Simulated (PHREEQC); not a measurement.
Synthetic water in mg/kgw, 15 °C, pH 3.47, pe 10: Na 205; K 82.4; Ca 319; Mg 17.9; Cl 35.8; S(6) as SO4 1330; Zn 55.2; Fe(3) 5.31.

Valence states are taken as typed.

The numbers come from PHREEQC with the ion-association model, phreeqc.dat.

```csv
quantity,before,after
ionic strength (mol/kgw),0.0405,0.0384
SO4-2 (mol/kgw),0.0104,0.00973
Ca+2 (mol/kgw),0.00559,0.00534
CaSO4 (mol/kgw),0.00236,0.00261
Zn+2 (mol/kgw),0.000528,0.000501
Mg+2 (mol/kgw),0.000500,0.000353
SI of Gypsum (CaSO4:2H2O),-0.25,-0.28
SI of Jarosite-K (KFe3(SO4)2(OH)6),+3.93,+4.19
```

Task: What was changed between the two runs?
A. S(6) from 1330 to 2660 mg/kgw
B. K from 82.4 to 247 mg/kgw
C. temperature from 15 to 55 °C at the same typed pH

Result: C, temperature from 15 to 55 °C at the same typed pH

No solid was allowed to form. Some of these states are supersaturated (in Jarosite-K, Hematite (slow to form), for instance). At this temperature some constants are extrapolated from 25 °C, and those without enthalpy data are left unchanged.
